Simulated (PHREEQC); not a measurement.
Alkaline etch or developer: speciation

A solution holds 130 mmol/kgw CsOH, 0.12 mmol/kgw NaAlO2 and 0.52 mmol/kgw Na2CO3, at 20 °C. Closed to the air; pH follows from the charge balance.

The numbers come from PHREEQC with the ion-association model, wateq4f.dat.

Each row changes one thing in this solution. This is a speciation only: nothing precipitates in the calculation.

```json
[
 {"case": "as made", "pH": "13.15", "NaCO3- (mol/kgw)": "3.06e-6", "HCO3- (mol/kgw)": "3.97e-7", "NaHCO3 (mol/kgw)": "1.49e-10", "SI of Gibbsite (Al(OH)3)": "-2.39", "SI of Boehmite (AlOOH)": "-2.93"},
 {"case": "CsOH from 0.13 to 0.26 mol/kgw", "pH": "13.42", "NaCO3- (mol/kgw)": "2.47e-6", "HCO3- (mol/kgw)": "1.81e-7", "NaHCO3 (mol/kgw)": "5.95e-11", "SI of Gibbsite (Al(OH)3)": "-2.69", "SI of Boehmite (AlOOH)": "-3.23"},
 {"case": "CsOH from 0.13 to 0.013 mol/kgw", "pH": "12.23", "NaCO3- (mol/kgw)": "5.31e-6", "HCO3- (mol/kgw)": "5.04e-6", "NaHCO3 (mol/kgw)": "2.58e-9", "SI of Gibbsite (Al(OH)3)": "-1.40", "SI of Boehmite (AlOOH)": "-1.94"},
 {"case": "NaAlO2 from 0.00012 to 6e-05 mol/kgw", "pH": "13.15", "NaCO3- (mol/kgw)": "2.90e-6", "HCO3- (mol/kgw)": "3.97e-7", "NaHCO3 (mol/kgw)": "1.41e-10", "SI of Gibbsite (Al(OH)3)": "-2.69", "SI of Boehmite (AlOOH)": "-3.23"},
 {"case": "temperature from 20 to 25 °C", "pH": "12.98", "NaCO3- (mol/kgw)": "3.91e-6", "HCO3- (mol/kgw)": "5.23e-7", "NaHCO3 (mol/kgw)": "1.95e-10", "SI of Gibbsite (Al(OH)3)": "-2.47", "SI of Boehmite (AlOOH)": "-2.94"},
 {"case": "temperature from 20 to 90 °C", "pH": "11.40", "NaCO3- (mol/kgw)": "4.37e-5", "HCO3- (mol/kgw)": "1.05e-5", "NaHCO3 (mol/kgw)": "3.53e-9", "SI of Gibbsite (Al(OH)3)": "-3.34", "SI of Boehmite (AlOOH)": "-3.10"}
]
```

Species that the database lacks are ignored. Constants without temperature data keep their 25 °C values here.
